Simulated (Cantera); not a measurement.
A Cantera script and its output.

```python
import numpy as np
import cantera as ct

gas = ct.Solution("h2o2.yaml")
gas.TPX = 1100, 28000, {'H2': 1, 'O2': 0.357, 'N2': 1.34}
reactor = ct.IdealGasConstPressureReactor(gas, energy="on", clone=False)
net = ct.ReactorNet([reactor])
net.rtol, net.atol = 1e-08, 1e-16
show = ['H2', 'O2', 'O', 'OH', 'H2O', 'H2O2', 'H']
times = np.geomspace(2e-06, 0.1, 14)

steps = ct.SolutionArray(gas, extra=["t"])
rows = []
print(f"{'t/s':>10s}{'T/K':>9s}{'P/Pa':>11s}" + "".join(f"{s:>11s}" for s in show))
for t in times:
    while net.time < t:
        t_next = net.step()
        steps.append(gas.state, t=t_next)
    rows.append([np.interp(t, steps.t, y) for y in (steps.T, steps.P, *steps(*show).X.T)])
    print(f"{t:10.3e}{rows[-1][0]:9.1f}{rows[-1][1]:11.4g}" + "".join(f"{x:11.3e}" for x in rows[-1][2:]))
rate = np.gradient(steps.T, steps.t)
print("integrator steps:", len(steps.t))
if steps.T.max() > steps.T[0] + 200:
    print(f"time of steepest temperature rise: {steps.t[rate.argmax()]:.4e} s")
gas.TPX = 1100, 28000, {'H2': 1, 'O2': 0.357, 'N2': 1.34}
gas.equilibrate("HP")
print(f"equilibrium (HP): T = {gas.T:.1f} K  " + "  ".join(f"{s} {gas[s].X[0]:.3e}" for s in show))
```

It prints:

```
       t/s      T/K       P/Pa         H2         O2          O         OH        H2O       H2O2          H
 2.000e-06   1100.0    2.8e+04  3.708e-01  1.324e-01  7.431e-12  4.597e-12  7.144e-12  5.896e-14  2.381e-10
 4.597e-06   1100.0    2.8e+04  3.708e-01  1.324e-01  3.036e-11  1.536e-11  5.772e-11  3.136e-13  5.709e-10
 1.057e-05   1100.0    2.8e+04  3.708e-01  1.324e-01  1.120e-10  5.052e-11  4.368e-10  1.675e-12  1.546e-09
 2.429e-05   1100.0    2.8e+04  3.708e-01  1.324e-01  4.721e-10  2.040e-10  3.635e-09  9.210e-12  5.743e-09
 5.583e-05   1100.0    2.8e+04  3.708e-01  1.324e-01  4.231e-09  1.807e-09  5.159e-08  5.936e-11  4.954e-08
 1.283e-04   1100.0    2.8e+04  3.708e-01  1.324e-01  3.781e-07  1.615e-07  5.228e-06  2.022e-09  4.405e-06
 2.950e-04   1416.1    2.8e+04  1.243e-01  3.365e-02  1.340e-02  8.207e-03  1.798e-01  1.008e-06  1.362e-01
 6.780e-04   2194.7    2.8e+04  1.143e-01  8.124e-03  9.160e-03  2.084e-02  2.394e-01  8.983e-08  7.198e-02
 1.558e-03   2508.9    2.8e+04  1.187e-01  4.022e-03  4.437e-03  1.922e-02  2.615e-01  5.844e-08  4.173e-02
 3.582e-03   2632.0    2.8e+04  1.195e-01  2.545e-03  2.753e-03  1.666e-02  2.718e-01  6.612e-08  3.069e-02
 8.234e-03   2641.5    2.8e+04  1.196e-01  2.437e-03  2.632e-03  1.641e-02  2.726e-01  6.694e-08  2.985e-02
 1.893e-02   2641.5    2.8e+04  1.196e-01  2.436e-03  2.632e-03  1.641e-02  2.726e-01  6.694e-08  2.985e-02
 4.351e-02   2641.5    2.8e+04  1.196e-01  2.436e-03  2.632e-03  1.641e-02  2.726e-01  6.694e-08  2.985e-02
 1.000e-01   2641.5    2.8e+04  1.196e-01  2.436e-03  2.632e-03  1.641e-02  2.726e-01  6.694e-08  2.985e-02
integrator steps: 1314
time of steepest temperature rise: 2.8890e-04 s
equilibrium (HP): T = 2641.5 K  H2 1.196e-01  O2 2.436e-03  O 2.632e-03  OH 1.641e-02  H2O 2.726e-01  H2O2 6.694e-08  H 2.985e-02
```

Model: the H2/O2 subset of GRI-Mech 3.0, which has no nitrogen chemistry, integrated in Cantera.
